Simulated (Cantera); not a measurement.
What does this Cantera script print?

```python
import numpy as np
import cantera as ct

gas_names = """
    B BF BF2 BF3 BH BHF2 BH2 BH3 BN B2 F F2 H HF H2 H2F2 H3F3 H4F4 H5F5 H6F6 H7F7 N NF NF2 NF3 NH NH2
    NH3 N2 N2H2 N2H4
""".split()
cond_names = """
    B(b) B(L) BN(s)
""".split()


# ... load() reads the species with a 1 bar reference pressure and builds the phases ...
atoms = {
    'BN': {'B': 1, 'N': 1},
    'HF': {'H': 1, 'F': 1},
    'N2': {'N': 2},
}
top_T = {'BN(s)': 3200}  # K; cautious upper limits of use, not melting points


# ... equilibrate(T, P, feed) seeds the gas with the atoms and calls Mixture.equilibrate('TP', solver="vcs", rtol=1e-11, max_steps=5000) ...
results = []
feed = {'BN': 1, 'HF': 12, 'N2': 66}  # mol
T = 850  # K
P = 110  # Pa
mix = equilibrate(T, P, feed)
results.append((T, P, feed, dict(zip(mix.species_names, mix.species_moles))))
x = sorted(zip(gas.X, gas.species_names), reverse=True)
print(f"T = {T:g} K  P = {P:g} Pa  gas = {mix.phase_moles(0):.4g} mol")
print("   x: " + "  ".join(f"{s} {v:.3e}" for v, s in x if v > 0.0001))
print("   condensed (mol): " + ("  ".join(f"{mix.phase(i).name} {mix.phase_moles(i):.4g}"
      for i in range(1, mix.n_phases) if mix.phase_moles(i) > 1e-12) or "none"))
```

Output:

```
T = 850 K  P = 110 Pa  gas = 78 mol
   x: N2 8.526e-01  HF 1.154e-01  H2 1.923e-02  BF3 1.282e-02
   condensed (mol): none
```

These are equilibrium values from Cantera (NASA tables, ideal gas, pure condensed phases), not measurements of a reactor.
